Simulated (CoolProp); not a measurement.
Vapour-liquid equilibrium of diethyl ether (1) + acetone (2) at 782 kPa; x and y are mole fractions of (1).

Computed with CoolProp (multi-fluid Helmholtz-energy mixture model, Thol 2014 and Lemmon 2006; pair parameters Bell 2016).

```tsv
x	bubble temperature (K)	y at the bubble point	dew temperature at overall composition x (K)	liquid density (mol/L)
0.05	402.3	0.090	403.4	10.98
0.15	397.7	0.248	400.5	10.62
0.25	393.7	0.379	397.6	10.27
0.35	390.3	0.488	394.6	9.922
0.45	387.6	0.578	391.5	9.588
0.55	385.4	0.656	388.4	9.268
0.65	383.7	0.727	385.5	8.964
0.75	382.4	0.795	383.2	8.679
0.85	381.5	0.868	381.6	8.414
0.95	381.1	0.951	381.1	8.168
```

No azeotrope shows between x = 0.05 and 0.95.

The pair parameters rest on a limited set of measurements; away from them the model extrapolates.
